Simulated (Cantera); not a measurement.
Cantera run, input and output.

```python
import numpy as np
import cantera as ct

gas = ct.Solution("gri30.yaml")


def delay(T, t_max=10):
    gas.TPX = T, 500000, {'CH4': 1, 'O2': 4, 'N2': 15, 'CO2': 0.036}
    reactor = ct.IdealGasReactor(gas, clone=False)
    net = ct.ReactorNet([reactor])
    net.rtol, net.atol = 1e-8, 1e-16
    while net.time < t_max:
        t_old, T_old = net.time, reactor.T
        net.step()
        if reactor.T > T + 400:  # ignition: a rise of 400 K
            return t_old + (T + 400 - T_old) / (reactor.T - T_old) * (net.time - t_old)
    return np.nan


taus = []
for T in [1125, 1225, 1325, 1425, 1525, 1625]:
    taus.append(delay(T))
    print(f"T0 = {T:6g} K   tau = {taus[-1]:.4e} s")
```

Result:

```
T0 =   1125 K   tau = 1.9171e-02 s
T0 =   1225 K   tau = 5.0227e-03 s
T0 =   1325 K   tau = 1.5094e-03 s
T0 =   1425 K   tau = 5.1293e-04 s
T0 =   1525 K   tau = 1.9634e-04 s
T0 =   1625 K   tau = 8.4485e-05 s
```

Cantera simulation using GRI-Mech 3.0 (53 species, 325 reactions); the numbers are that mechanism's predictions, not measurements.
